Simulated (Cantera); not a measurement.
Feed: 1 mol Fe2O3, 1.7 mol C, 2.8 mol H2, 0.61 mol CH4, held at 4.00 bar.

These are equilibrium values from Cantera (NASA tables, ideal gas, pure condensed phases), not measurements of a reactor. Candidate condensed phases: C, C6H6, C7H8, C8H18, Fe, Fe(CO)5, FeO, Fe(OH)2, Fe(OH)3, Fe2O3, Fe3O4, H2O; 114 gas species. The numbers say what is thermodynamically allowed, not how fast it happens.

Problem. Which condensed phases are stable at each of these points (T (K)): 1623, 1723, 1823, 1923, 2023, 2123, 2223, 2323, 2423, 2523, 2623?

Solution. 
```tsv
T (K)	condensed phases	Fe condensed (%)
1623	Fe(γ)	100.0
1723	Fe(δ)	100.0
1823	Fe(l)	100.0
1923	Fe(l)	100.0
2023	Fe(l)	100.0
2123	Fe(l)	99.9
2223	Fe(l)	99.7
2323	Fe(l)	99.3
2423	Fe(l)	98.6
2523	Fe(l)	97.1
2623	Fe(l)	94.3
```

At 1623 K the condensed part is Fe(γ). At 1723 K the condensed part is Fe(δ). From 1823 K to 2623 K the condensed part is Fe(l).
